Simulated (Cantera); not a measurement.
V2O3 + H2 + H2O (hydrogen reduction and annealing atmospheres)

Input: 1 mol V2O3, 110 mol H2, 0.068 mol H2O, at 10.0 Torr.

Cantera equilibrium calculation (NASA polynomials, part measured and part estimated; ideal gas, pure solids and liquids). Candidate condensed phases: H2O, V, VO, V2O3, V2O4, V2O5; 12 gas species. Mutual solubility and eutectic melting of coexisting phases are not modelled. VO: taken at fixed stoichiometry. Condensed phases not in the tables: the oxides between V2O3 and V2O5 other than VO2. The numbers say what is thermodynamically allowed, not how fast it happens.

| T (K) | x H2 | x H2O | x H | n V2O3(s) | n VO(s) |
|---|---|---|---|---|---|
| 850 | 0.999 | 0.000618 | 1.77e-10 | 1.00 | 0 |
| 900 | 0.999 | 0.000618 | 1.01e-9 | 1.00 | 0 |
| 950 | 0.999 | 0.000618 | 4.82e-9 | 1.00 | 0 |
| 1000 | 0.999 | 0.000618 | 1.96e-8 | 1.00 | 0 |
| 1050 | 0.999 | 0.000618 | 7.02e-8 | 1.00 | 0 |
| 1100 | 0.999 | 0.000618 | 2.24e-7 | 1.00 | 0 |
| 1150 | 0.999 | 0.000618 | 6.46e-7 | 1.00 | 0 |
| 1200 | 0.999 | 0.000618 | 1.71e-6 | 1.00 | 0 |
| 1250 | 0.999 | 0.000685 | 4.19e-6 | 0.993 | 0.0149 |
| 1300 | 0.999 | 0.00101 | 9.58e-6 | 0.957 | 0.0860 |
x: gas mole fraction; n: condensed amount in mol.

From 850 K to 1200 K the condensed part is V2O3(s). From 1250 K to 1300 K the condensed part is VO(s) + V2O3(s).
